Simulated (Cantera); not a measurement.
A freely propagating, adiabatic, planar premixed flame of H2 : O2 : N2 : H2O = 1 : 0.263 : 1.11 : 0.097 (molar parts), equivalence ratio 1.9, unburnt at 575 K and 0.820 bar; mixture-averaged transport, grid criteria slope 0.08 and curve 0.16, no radiation.

Model: the H2/O2 subset of GRI-Mech 3.0, which has no nitrogen chemistry, integrated in Cantera. Burning velocities carry a grid error of a few per cent, more on coarse grids.

Question: What does this change do: N2 1.11 to 1.4 parts?

Answer: 
```
quantity                    before     after
------------------------  --------  --------
laminar burning velocity  722 cm/s  599 cm/s
thermal thickness         0.562 mm  0.581 mm
peak x(HO2)               0.000265  0.000232
peak x(O)                  0.00378   0.00293
peak x(H2O2)               1.15e-5   1.09e-5
```
